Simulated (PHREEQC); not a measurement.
0.011 g of hydrous ferric oxide (600 m²/g; 0.2 weak and 0.005 strong sites per Fe, Dzombak-Morel constants, diffuse double layer) in 1 kg of water with 0.1 mol/kgw of an inert sodium salt and 7e-08 mol NiCl2, 1.8e-07 mol NaF and 5.4e-05 mol SrCl2, at 25 °C; the pH is set by adding NaOH or the inert anion's acid. Oxygen is held at 0.21 atm. No CO2 enters from the air. Precipitation was switched off in this run.

Base run: PHREEQC, ion-association model, wateq4f.dat. Each further column changes one thing. The table gives Ni sorbed (%).

```
pH   base  no electrostatic term (-no_edl)  background salt from 0.1 to 0.01 mol/kgw  oxide from 0.011 to 0.055 g/kgw  7.1e-06 mol/kgw MgCl2 added
---  ----  -------------------------------  ----------------------------------------  -------------------------------  ---------------------------
4     0.0                              0.0                                       0.0                              0.0                          0.0
5     0.0                              0.0                                       0.0                              0.1                          0.0
6     0.9                              ___                                       1.0                              ___                          0.9
6.5   6.6                             16.1                                       ___                             26.2                          6.6
7.5  77.3                              ___                                      83.1                             94.8                         77.3
8.5  97.8                             98.0                                      98.3                             99.6                         97.9
9.5  99.7                             99.3                                      99.8                             99.9                         99.5
10   99.6                             98.4                                      99.5                             99.9                         99.3
11   84.1                             35.1                                       ___                             98.6                         81.5
12    4.1                              0.1                                       3.5                             44.2                          3.4
```

### Question
What belongs in the gaps?

### Answer

- 6, no electrostatic term (-no_edl): 2.5
- 6, oxide from 0.011 to 0.055 g/kgw: 4.6
- 6.5, background salt from 0.1 to 0.01 mol/kgw: 7.7
- 7.5, no electrostatic term (-no_edl): 82.3
- 11, background salt from 0.1 to 0.01 mol/kgw: 80.0

In at least one series the solution becomes supersaturated in solids that the run did not let form, among them Ni(OH)2.
